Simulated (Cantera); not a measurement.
An isothermal, constant-pressure homogeneous reactor starts with 40.0 % NO, 60.0 % N2, at 1575 K and 1.00 bar.

Cantera simulation using GRI-Mech 3.0 (53 species, 325 reactions); the numbers are that mechanism's predictions, not measurements.

Problem. Predict: x(NO) at 80.0 s; x(NO2) at 80.0 s; x(O) at 80.0 s; x(N2O) at 80.0 s; x(N2) at 80.0 s.

Solution. 
- x(NO) at 80.0 s = 0.156 (gas-phase equilibrium 0.00171)
- x(NO2) at 80.0 s = 0.000511 (gas-phase equilibrium 7.15e-6)
- x(O) at 80.0 s = 3.78e-6 (gas-phase equilibrium 4.81e-6)
- x(N2O) at 80.0 s = 8.60e-6 (gas-phase equilibrium 1.03e-7)
- x(N2) at 80.0 s = 0.722 (gas-phase equilibrium 0.799)
